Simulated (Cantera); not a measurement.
**Catalytic combustion on Pt**

An isothermal plug-flow reactor at 875 K and 1.48 atm (inlet), inlet velocity 2.3 m/s, active area per volume 560 1/m; feed CO : O2 : N2 = 0.0058 : 0.033 : 0.79 (molar parts), equivalence ratio 0.088.

Computed with Cantera and Deutschmann's 1995 Pt surface mechanism with GRI-Mech 3.0 gas chemistry. Catalytic surfaces can have several steady states; this one follows from the mechanism file's or the stated starting coverage. Mass transfer to the wall is taken as infinitely fast.

```json
[
 {"z (m)": "0.00036", "x CO": "0.00126", "x O2": "0.0371", "x H2O": "<1e-12", "x CO2": "0.00576", "θ free Pt": "0.136", "θ O*": "0.863", "θ CO*": "0.00125"},
 {"z (m)": "0.00063", "x CO": "0.000884", "x O2": "0.0369", "x H2O": "<1e-12", "x CO2": "0.00614", "θ free Pt": "0.121", "θ O*": "0.878", "θ CO*": "0.000684"},
 {"z (m)": "0.0011", "x CO": "0.000534", "x O2": "0.0367", "x H2O": "<1e-12", "x CO2": "0.00649", "θ free Pt": "0.112", "θ O*": "0.888", "θ CO*": "0.000347"},
 {"z (m)": "0.002", "x CO": "0.000231", "x O2": "0.0366", "x H2O": "<1e-12", "x CO2": "0.00679", "θ free Pt": "0.105", "θ O*": "0.895", "θ CO*": "0.000132"},
 {"z (m)": "0.0036", "x CO": "5.85e-5", "x O2": "0.0365", "x H2O": "<1e-12", "x CO2": "0.00696", "θ free Pt": "0.102", "θ O*": "0.898", "θ CO*": "3.15e-5"},
 {"z (m)": "0.0063", "x CO": "6.24e-6", "x O2": "0.0364", "x H2O": "<1e-12", "x CO2": "0.00702", "θ free Pt": "0.101", "θ O*": "0.899", "θ CO*": "3.30e-6"},
 {"z (m)": "0.011", "x CO": "1.30e-7", "x O2": "0.0364", "x H2O": "<1e-12", "x CO2": "0.00702", "θ free Pt": "0.101", "θ O*": "0.899", "θ CO*": "6.88e-8"},
 {"z (m)": "0.02", "x CO": "7.92e-11", "x O2": "0.0364", "x H2O": "<1e-12", "x CO2": "0.00702", "θ free Pt": "0.101", "θ O*": "0.899", "θ CO*": "4.19e-11"},
 {"z (m)": "0.036", "x CO": "<1e-12", "x O2": "0.0364", "x H2O": "<1e-12", "x CO2": "0.00702", "θ free Pt": "0.101", "θ O*": "0.899", "θ CO*": "<1e-12"}
]
```
x: gas mole fraction; θ: surface coverage.
